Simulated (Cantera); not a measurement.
Input: 1 mol SiH₄, 0.14 mol HCl, 51 mol H₂, 0.0087 mol C₂H₂, at 4300 Pa.

Method: chemical equilibrium by Gibbs-energy minimisation in Cantera with the NASA 1993 tables (ideal gas, pure condensed phases). Candidate condensed phases: C, C₆H₆, C₇H₈, C₈H₁₈, Si, SiC; 109 gas species. The tables' values for SiCl are old estimates; treat these amounts as uncertain. Gases not in the tables: Si₂H₆ and higher silanes. Kinetics and transport are ignored.

Question: At 2225 K, list the 7 most abundant gas species with their mole fractions, and the condensed phases.

Answer: H₂ 0.954, H 0.0305, Si 0.0109, HCl 0.00242, SiH 0.000931, SiH₂ 0.000319, Si₂C 0.000298. Condensed: Si(l).
